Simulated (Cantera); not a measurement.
A closed system holds: 1 mol SiC, 0.0039 mol H2O, 9.9 mol H2, equilibrated at 130 Pa.

Method: chemical equilibrium by Gibbs-energy minimisation in Cantera with the NASA 1993 tables (ideal gas, pure condensed phases). Candidate condensed phases: C, C6H6, C7H8, C8H18, H2O, Si, SiC, SiO2; 123 gas species. The numbers say what is thermodynamically allowed, not how fast it happens. All values below are at 950 °C.

Base state: H2 1.000, SiO 0.000197, CO 0.000197 (mole fractions); condensed: SiC(s).

Question: What changes in the equilibrium state with this change: H2O from 0.0039 to 0.046 mol?

Answer: 
```tsv
species	before	after
H2	1.000	0.998
CO	0.000197	0.00158
SiO	0.000197	0.000125
SiC(s), mol	0.998	0.984
SiO2(β-quartz), mol	0	0.0145
```
Mutual solubility and eutectic melting of coexisting phases are not modelled. The tables hold silica as quartz up to 1696 K and as liquid above; real silica turns to tridymite and cristobalite and melts near 1996 K.
